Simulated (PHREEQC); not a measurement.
PHREEQC input (ion-association model, wateq4f.dat):

```
SOLUTION_MASTER_SPECIES
  An  An-  0  An  62.0  # stands for a non-complexing anion
SOLUTION_SPECIES
  An- = An-
    -log_k 0
    -gamma 3.0 0
PHASES
  Fix_H+
    H+ = H+
    -log_k 0
SOLUTION 1
  temp 25
  units mmol/kgw
  pH 7 charge
  Cl 0.009
  Ca 0.0045
  Na 50
  An 50
END
SELECTED_OUTPUT 1
  -reset false
  -pH true
  -pe true
  -ionic_strength true
  -water true
  -totals Ca Cl Na
  -molalities Hfo_wOH Hfo_wOH2+ Hfo_wO- Hfo_sOH Hfo_sOH2+ Hfo_sO- Hfo_sOHCa+2 Hfo_wOCa+
  -saturation_indices Portlandite Halite
USER_PUNCH 1
  -headings sigma psi
  10 PUNCH EDL("sigma", "Hfo"), EDL("psi", "Hfo")
PRINT
  -reset false
USE solution 1
SURFACE 1
  Hfo_wOH 0.000292135 600 0.13
  Hfo_sOH 7.30337e-06
EQUILIBRIUM_PHASES 1
  Fix_H+ -3 HAn 10
    -force_equality true
  O2(g) -0.68 10
END
# ... the last block is repeated for the other 16 points of pH, with NaOH or the acid as the point needs
```

Selected output (columns that matter, 17 of 17 rows; pH added in front):

```
pH	mu	Ca	Na	m_Hfo_wOH	m_Hfo_wOH2+	m_Hfo_wO-	m_Hfo_sOH	m_Hfo_sOH2+	m_Hfo_sO-	m_Hfo_sOHCa+2	si_Portlandite	si_Halite	sigma	psi
3	0.051331	4.5e-06	0.05	1.0461e-05	0.00028167	8.9003e-09	2.6152e-07	7.0416e-06	2.2251e-10	9.8324e-14	-22.477	-8.1049	0.35715	0.16918
3.5	0.05052	4.5e-06	0.05	2.7767e-05	0.0002643	6.6829e-08	6.9418e-07	6.6075e-06	1.6707e-09	3.2753e-13	-21.475	-8.1038	0.33506	0.16631
4	0.050249	4.5e-06	0.05	5.9686e-05	0.0002321	3.5162e-07	1.4921e-06	5.8024e-06	8.7905e-09	1.1767e-12	-20.474	-8.1035	0.29386	0.15973
4.5	0.050147	4.5e-06	0.05	0.00010166	0.00018923	1.2511e-06	2.5414e-06	4.7307e-06	3.1278e-08	4.5946e-12	-19.474	-8.1033	0.23836	0.14908
5	0.050098	4.5e-06	0.05	0.00014315	0.00014576	3.2209e-06	3.5788e-06	3.644e-06	8.0521e-08	1.9364e-11	-18.474	-8.1033	0.18074	0.135
5.5	0.05007	4.4999e-06	0.05	0.00017659	0.00010899	6.5551e-06	4.4148e-06	2.7246e-06	1.6387e-07	8.7772e-11	-17.474	-8.1032	0.12989	0.11829
6	0.050051	4.4996e-06	0.05	0.00019959	8.1321e-05	1.1222e-05	4.9895e-06	2.0329e-06	2.8054e-07	4.3235e-10	-16.474	-8.1032	0.088888	0.099379
6.5	0.050037	4.4975e-06	0.05	0.00021324	6.2122e-05	1.6769e-05	5.3294e-06	1.5526e-06	4.1909e-07	2.36e-09	-15.474	-8.1032	0.057515	0.078419
7	0.050027	4.4848e-06	0.05	0.00022023	4.9433e-05	2.2476e-05	5.4948e-06	1.2334e-06	5.6079e-07	1.4406e-08	-14.475	-8.1032	0.034218	0.055538
7.5	0.05002	4.399e-06	0.05	0.00022328	4.099e-05	2.7862e-05	5.5096e-06	1.0115e-06	6.8751e-07	9.4779e-08	-13.484	-8.1032	0.016885	0.031126
8	0.050013	3.8966e-06	0.05	0.00022421	3.459e-05	3.3292e-05	5.1783e-06	7.989e-07	7.6892e-07	5.5726e-07	-12.536	-8.1032	0.0030788	0.0060158
8.5	0.050019	2.3923e-06	0.050016	0.00022331	2.8476e-05	4.0118e-05	4.1532e-06	5.296e-07	7.4612e-07	1.8745e-06	-11.748	-8.103	-0.0097439	-0.018668
9	0.050032	7.907e-07	0.050039	0.00021997	2.2677e-05	4.8879e-05	3.1751e-06	3.2733e-07	7.0554e-07	3.0954e-06	-11.229	-8.1029	-0.024464	-0.042784
9.5	0.050066	1.561e-07	0.050083	0.00021365	1.7377e-05	6.0178e-05	2.8524e-06	2.3199e-07	8.0341e-07	3.4156e-06	-10.934	-8.1025	-0.044056	-0.066271
10	0.050161	2.7911e-08	0.050189	0.00020226	1.2258e-05	7.6452e-05	2.7811e-06	1.6855e-07	1.0512e-06	3.3025e-06	-10.682	-8.1017	-0.070889	-0.088291
10.5	0.050442	5.6055e-09	0.050485	0.00018283	7.6422e-06	0.0001002	2.6847e-06	1.1222e-07	1.4714e-06	3.0351e-06	-10.381	-8.0995	-0.10687	-0.10832
11	0.051305	1.3591e-09	0.051367	0.00015316	4.0381e-06	0.00013308	2.4557e-06	6.4745e-08	2.1338e-06	2.6491e-06	-10.001	-8.0931	-0.15336	-0.12606
```

Complexes and solids missing from the database can't appear. The oxide is taken as insoluble; below pH 4 it would dissolve.
